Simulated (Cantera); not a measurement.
A freely propagating, adiabatic, planar premixed flame of 52.2 % H₂, 10.0 % O₂, 37.8 % N₂, equivalence ratio 2.6, unburnt at 323 K and 255 Torr; unity-Lewis-number transport, grid criteria slope 0.08 and curve 0.16, no radiation.

Detailed kinetics in Cantera: the H2/O2 subset of GRI-Mech 3.0, which has no nitrogen chemistry. Unity Lewis numbers drop preferential diffusion, which matters most where H2 and H carry the flame. Burning velocities carry a grid error of a few per cent, more on coarse grids.

### Question
Predict: laminar burning velocity; thermal thickness; peak x(O); peak x(OH); peak x(H₂O₂).

### Answer
| Item | Value |
|---|---|
| laminar burning velocity | 159 cm/s |
| thermal thickness | 1.46 mm |
| peak x(O) | 0.00114 |
| peak x(OH) | 0.00121 |
| peak x(H₂O₂) | 1.73e-5 |
